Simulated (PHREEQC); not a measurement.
A column of 0.1 m (40 cells, dispersivity 0.005 m, 60 s a shift, diffusion coefficient 3e-10 m²/s) holds 0.053 eq of the database's cation exchanger X per kg of pore water, first in equilibrium with 0.015 mol/kgw ZnSO4, 0.032 mol/kgw Na2SO4, 0.0087 mol/kgw ZnCl2 and 1e-05 mol/kgw HCl. It is flushed with 22 mmol/kgw MgCl2 and 0.01 mmol/kgw HCl, at 15 °C. Values are for the last cell. CO2 from the air is kept out. Precipitation was switched off in this run.

Equilibrium calculation in PHREEQC: ion-association model, phreeqc.dat.

### Question
Predict Mg in solution (mol/kgw) at pore volumes = 1.663, 2.712, 3.913.

### Answer
```json
[
 {"pore volumes": "1.663", "Mg in solution (mol/kgw)": "0.00748"},
 {"pore volumes": "2.712", "Mg in solution (mol/kgw)": "0.0168"},
 {"pore volumes": "3.913", "Mg in solution (mol/kgw)": "0.0205"}
]
```
